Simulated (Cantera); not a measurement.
**Premixed flame**

A freely propagating, adiabatic, planar premixed flame of C3H8 : O2 : N2 : H2O = 1 : 4.55 : 17.1 : 5.1 (molar parts), equivalence ratio 1.1, unburnt at 675 K and 0.360 bar; mixture-averaged transport, grid criteria slope 0.08 and curve 0.16, no radiation.

Computed with Cantera and GRI-Mech 3.0 (53 species, 325 reactions). GRI-Mech 3.0 was tuned for natural gas; its chemistry of propane as a main component is partial and can be far from experiment. Burning velocities carry a grid error of a few per cent, more on coarse grids.

```json
[
 {"z (mm)": "-2.64", "T (K)": "675", "u (m/s)": "1.59", "x C3H8": "0.0360", "x O2": "0.164", "x H2O": "0.184", "x N2O": "<1e-8", "x NO": "<1e-8", "x CH4": "7.67e-7"},
 {"z (mm)": "-1.76", "T (K)": "676", "u (m/s)": "1.60", "x C3H8": "0.0359", "x O2": "0.163", "x H2O": "0.183", "x N2O": "<1e-8", "x NO": "<1e-8", "x CH4": "7.98e-6"},
 {"z (mm)": "-1.32", "T (K)": "679", "u (m/s)": "1.61", "x C3H8": "0.0358", "x O2": "0.162", "x H2O": "0.183", "x N2O": "<1e-8", "x NO": "<1e-8", "x CH4": "3.50e-5"},
 {"z (mm)": "-0.882", "T (K)": "706", "u (m/s)": "1.69", "x C3H8": "0.0354", "x O2": "0.159", "x H2O": "0.184", "x N2O": "<1e-8", "x NO": "4.82e-8", "x CH4": "0.000220"},
 {"z (mm)": "-0.441", "T (K)": "937", "u (m/s)": "2.29", "x C3H8": "0.0280", "x O2": "0.137", "x H2O": "0.200", "x N2O": "<1e-8", "x NO": "5.43e-7", "x CH4": "0.00172"},
 {"z (mm)": "-0.220", "T (K)": "1261", "u (m/s)": "3.18", "x C3H8": "0.0109", "x O2": "0.102", "x H2O": "0.223", "x N2O": "<1e-8", "x NO": "1.53e-6", "x CH4": "0.00316"},
 {"z (mm)": "0", "T (K)": "1601", "u (m/s)": "4.14", "x C3H8": "0.000398", "x O2": "0.0595", "x H2O": "0.250", "x N2O": "1.06e-8", "x NO": "3.70e-6", "x CH4": "0.00200"},
 {"z (mm)": "0.220", "T (K)": "1764", "u (m/s)": "4.57", "x C3H8": "5.73e-7", "x O2": "0.0328", "x H2O": "0.264", "x N2O": "1.89e-8", "x NO": "7.08e-6", "x CH4": "0.000337"},
 {"z (mm)": "0.441", "T (K)": "1812", "u (m/s)": "4.68", "x C3H8": "<1e-8", "x O2": "0.0218", "x H2O": "0.268", "x N2O": "2.41e-8", "x NO": "9.73e-6", "x CH4": "2.71e-5"},
 {"z (mm)": "0.882", "T (K)": "1850", "u (m/s)": "4.75", "x C3H8": "<1e-8", "x O2": "0.0155", "x H2O": "0.267", "x N2O": "2.53e-8", "x NO": "1.21e-5", "x CH4": "1.12e-7"},
 {"z (mm)": "1.76", "T (K)": "1896", "u (m/s)": "4.84", "x C3H8": "<1e-8", "x O2": "0.0127", "x H2O": "0.267", "x N2O": "2.40e-8", "x NO": "1.40e-5", "x CH4": "<1e-8"},
 {"z (mm)": "3.53", "T (K)": "1952", "u (m/s)": "4.96", "x C3H8": "<1e-8", "x O2": "0.0105", "x H2O": "0.271", "x N2O": "2.37e-8", "x NO": "1.62e-5", "x CH4": "<1e-8"},
 {"z (mm)": "7.05", "T (K)": "2016", "u (m/s)": "5.10", "x C3H8": "<1e-8", "x O2": "0.00810", "x H2O": "0.278", "x N2O": "2.36e-8", "x NO": "1.98e-5", "x CH4": "<1e-8"}
]
```
x: mole fraction of selected species; z is measured from the peak of heat release.

| Item | Value |
|---|---|
| laminar burning velocity | 159 cm/s |
| thermal thickness | 0.882 mm |
| peak x(CH4) | 0.00322 |
| grid points | 146 |
